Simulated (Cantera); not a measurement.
Input (Python, Cantera) and output of one run.

```python
import numpy as np
import cantera as ct

gas_names = """
    H HNO HNO2 HNO3 HO2 H2 H2O H2O2 N NH NH2 NH3 NH2OH NO NO2 NO3 N2 N2H2 N2H4 N2O O OH O2 O3 Si SiH
    SiH2 SiH3 SiH4 SiN SiO SiO2 Si2 Si2N Si3
""".split()
cond_names = """
    H2O(s) H2O(L) Si(cr) Si(L) SiO2(Lqz) SiO2(hqz) SiO2(L) Si2N2O(s) Si3N4(a)
""".split()


# ... load() reads the species with a 1 bar reference pressure and builds the phases ...
atoms = {
    'Si3N4': {'Si': 3, 'N': 4},
    'H2O': {'H': 2, 'O': 1},
    'H2': {'H': 2},
}
top_T = {'Si2N2O(s)': 2100, 'Si3N4(a)': 2400}  # K; cautious upper limits of use, not melting points


# ... equilibrate(T, P, feed) seeds the gas with the atoms and calls Mixture.equilibrate('TP', solver="vcs", rtol=1e-11, max_steps=5000) ...
results = []
feed = {'Si3N4': 1, 'H2O': 2.3, 'H2': 1.1}  # mol
P = 2.1  # Pa
for T in [950, 1050, 1150, 1250, 1350, 1450, 1550, 1650, 1750, 1850, 1950, 2050]:
    mix = equilibrate(T, P, feed)
    results.append((T, P, feed, dict(zip(mix.species_names, mix.species_moles))))

top = {s: max(r[3][s] / sum(r[3][g] for g in gas_names) for r in results) for s in gas_names}
cols = sorted((s for s in top if top[s] > 1e-05), key=lambda s: -top[s])[:8]
seen = [c for c in cond_names if any(r[3].get(c, 0) > 1e-12 for r in results)]
print("log10 of partial pressures in bar; condensed amounts in mol")
print(f"{'T/K':>10s}" + "".join(f"{s[:9]:>10s}" for s in cols + seen))
for T, P, feed, n in results:
    ng = sum(n[g] for g in gas_names)
    print(f"{T:10.4g}" + "".join(f"{np.log10(max(n[s] / ng * P / 1e5, 1e-99)):10.3f}" for s in cols)
          + "".join(f"{n.get(c, 0):10.4g}" for c in seen))
```

It prints:

```
log10 of partial pressures in bar; condensed amounts in mol
       T/K        H2       SiO        N2         H        Si       Si2       SiH      Si2N    Si(cr)     Si(L) SiO2(hqz) Si2N2O(s)
       950    -4.766   -14.069    -5.413   -11.638   -24.643   -37.921   -24.974   -33.597         0         0    0.5333     1.233
      1050    -4.766   -11.398    -5.413   -10.474   -20.593   -31.454   -21.323   -28.130         0         0    0.5333     1.233
      1150    -4.766    -9.198    -5.413    -9.510   -17.253   -26.122   -18.315   -23.626         0         0    0.5333     1.233
      1250    -4.767    -7.357    -5.413    -8.699   -14.453   -21.654   -15.794   -19.852         0         0    0.5304      1.23
      1350    -4.813    -5.799    -5.398    -8.029   -12.082   -17.876   -13.684   -16.657         0         0    0.4164     1.116
      1450    -4.947    -5.273    -5.363    -7.498    -9.251   -13.044   -11.125   -12.317         0         0         0    0.6998
      1550    -5.037    -5.204    -5.265    -7.020    -7.479   -10.222    -9.577    -9.890    0.6875         0         0         0
      1650    -5.048    -5.211    -5.272    -6.566    -6.572    -9.044    -8.834    -9.106    0.5976         0         0         0
      1750    -5.090    -5.243    -5.303    -6.179    -5.824    -8.110    -8.247    -8.532         0   0.08258         0         0
      1850    -5.127    -5.256    -5.316    -5.832    -5.776    -8.516    -8.343    -9.253         0         0         0         0
      1950    -5.190    -5.271    -5.332    -5.536    -5.790    -8.995    -8.501   -10.015         0         0         0         0
      2050    -5.305    -5.296    -5.357    -5.297    -5.814    -9.449    -8.684   -10.730         0         0         0         0
```

Method: chemical equilibrium by Gibbs-energy minimisation in Cantera with the NASA 1993 tables (ideal gas, pure condensed phases). Mutual solubility and eutectic melting of coexisting phases are not modelled. The tables' values for SiN are old estimates; treat these amounts as uncertain. The tables hold silica as quartz up to 1696 K and as liquid above; real silica turns to tridymite and cristobalite and melts near 1996 K.
